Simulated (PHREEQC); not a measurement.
A solution holds 0.0015 mol NH3 and 0.0017 mol H3BO3 per kg of water, at 25 °C. Closed to the air; pH follows from the charge balance.

All values are PHREEQC results (ion-association model, phreeqc.dat), not measurements.

No solid was allowed to form.

Q: What pH, ionic strength does the model give?

A: pH 9.18; ionic strength 0.000819 mol/kgw.

Q: In which forms is B present?

A: H3BO3 53 %, H2BO3- 47 % of the B.

Complexes and solids missing from the database can't appear.
